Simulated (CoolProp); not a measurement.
Properties of hydrogen chloride along the isotherm 356 K (Tc = 324.7 K, pc = 8314 kPa, ω = 0.130).

Computed with CoolProp (reference Helmholtz-energy equation of state, Thol 2018).

| p (kPa) | phase | cp (kJ/(kg K)) | cv (kJ/(kg K)) | speed of sound (m/s) | Joule-Thomson coefficient (K/MPa) | fugacity coefficient |
|---|---|---|---|---|---|---|
| 131 | gas | 0.8057 | 0.5734 | 336.2 | 10.54 | 0.9956 |
| 198 | gas | 0.8091 | 0.5746 | 335.8 | 10.53 | 0.9933 |
| 299 | gas | 0.8142 | 0.5764 | 335.2 | 10.52 | 0.9899 |
| 451 | gas | 0.8222 | 0.5791 | 334.3 | 10.49 | 0.9848 |
| 681 | gas | 0.8346 | 0.5832 | 332.9 | 10.45 | 0.9771 |
| 1030 | gas | 0.8543 | 0.5898 | 330.7 | 10.39 | 0.9655 |
| 1550 | gas | 0.8859 | 0.5999 | 327.5 | 10.30 | 0.9483 |
| 2340 | gas | 0.9400 | 0.6164 | 322.6 | 10.14 | 0.9226 |
| 3530 | gas | 1.039 | 0.6440 | 315.3 | 9.861 | 0.8847 |
| 5320 | gas | 1.242 | 0.6928 | 304.4 | 9.350 | 0.8294 |
| 8030 | gas | 1.789 | 0.7870 | 288.1 | 8.283 | 0.7490 |
| 12100 | supercritical | 4.370 | 0.9569 | 266.6 | 5.725 | 0.6343 |
| 18300 | supercritical | 2.947 | 0.8684 | 384.9 | 1.713 | 0.4920 |
| 27600 | supercritical | 2.047 | 0.8252 | 534.4 | 0.6200 | 0.3852 |
| 41600 | supercritical | 1.722 | 0.8187 | 670.0 | 0.1588 | 0.3179 |

The peak of cp marks the crossing from liquid-like to gas-like fluid above the critical point.
